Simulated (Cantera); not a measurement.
Input (Python, Cantera) and output of one run.

```python
import numpy as np
import cantera as ct

gas_names = """
    B BCL BCL2 BCL3 BN BO BOCL BO2 B2 B2O B2O2 B2O3 B3O3CL3 CL CLO CL2 N NO NO2 NO3 N2 N2O O O2 O3
""".split()
cond_names = """
    B(b) B(L) BN(s) B2O3(L)
""".split()


def load(file, names, dense=False):
    # The tables refer to 1 bar. Condensed volumes are neglected.
    table = {s.name: s for s in ct.Species.list_from_file(file)}
    out = []
    for n in names:
        d = dict(table[n].input_data)
        d["thermo"] = dict(d["thermo"], **{"reference-pressure": 1e5})
        if dense:
            d["equation-of-state"] = {"model": "constant-volume", "density": "1e6 g/cm^3"}
        out.append(ct.Species.from_dict(d))
    return out


gas = ct.Solution(thermo="ideal-gas", species=load("nasa_gas.yaml", gas_names))
cond = {s.name: ct.Solution(thermo="fixed-stoichiometry", species=[s], name=s.name)
        for s in load("nasa_condensed.yaml", cond_names, dense=True)}
atoms = {
    'B2O3': {'B': 2, 'O': 3},
    'BCl3': {'B': 1, 'CL': 3},
    'N2': {'N': 2},
}
top_T = {'BN(s)': 3200}  # K; cautious upper limits of use, not melting points


def equilibrate(T, P, feed):
    n = {}
    for name, mol in feed.items():
        for a, k in atoms[name].items():
            n[a] = n.get(a, 0.0) + k * mol
    gas.TPX = T, P, n
    mass = sum(n.values()) * gas.mean_molecular_weight
    gas.equilibrate("TP")
    valid = [c for c in cond.values() if c.min_temp <= T <= top_T.get(c.name, c.max_temp)]
    mix = ct.Mixture([(gas, mass / gas.mean_molecular_weight)] + [(c, 0.0) for c in valid])
    mix.T, mix.P = T, P
    mix.equilibrate("TP", solver="vcs", rtol=1e-11, max_steps=5000)
    return mix


results = []
T = 998.15  # K
P = 7100  # Pa
for m in [8.3, 12, 16, 23, 32, 46, 64, 91]:
    feed = {'B2O3': 1, 'BCl3': 0.98, 'N2': m}  # mol
    mix = equilibrate(T, P, feed)
    results.append((T, P, feed, dict(zip(mix.species_names, mix.species_moles))))

top = {s: max(r[3][s] / sum(r[3][g] for g in gas_names) for r in results) for s in gas_names}
cols = sorted((s for s in top if top[s] > 1e-06), key=lambda s: -top[s])[:6]
seen = [c for c in cond_names if any(r[3].get(c, 0) > 1e-12 for r in results)]
print("log10 of partial pressures in bar; condensed amounts in mol")
print(f"{'n(N2)':>10s}" + "".join(f"{s[:9]:>10s}" for s in cols + seen))
for T, P, feed, n in results:
    ng = sum(n[g] for g in gas_names)
    print(f"{feed['N2']:10.4g}" + "".join(f"{np.log10(max(n[s] / ng * P / 1e5, 1e-99)):10.3f}" for s in cols)
          + "".join(f"{n.get(c, 0):10.4g}" for c in seen))
```

It prints:

```
log10 of partial pressures in bar; condensed amounts in mol
     n(N2)        N2      BCL3   B3O3CL3     BN(s)   B2O3(L)
       8.3    -1.197    -2.207    -2.889 1.211e-06    0.8311
        12    -1.183    -2.353    -3.034 1.488e-06    0.8311
        16    -1.175    -2.470    -3.151 1.754e-06    0.8311
        23    -1.167    -2.620    -3.301 2.169e-06    0.8311
        32    -1.162    -2.758    -3.439 2.639e-06    0.8311
        46    -1.158    -2.912    -3.593 3.286e-06    0.8311
        64    -1.155    -3.052    -3.734 4.022e-06    0.8311
        91    -1.153    -3.203    -3.885 4.999e-06    0.8311
```

These are equilibrium values from Cantera (NASA tables, ideal gas, pure condensed phases), not measurements of a reactor. N2 is the only nitrogen source here; it is nearly inert below about 1500 K, so the nitride shown seldom forms there in practice.
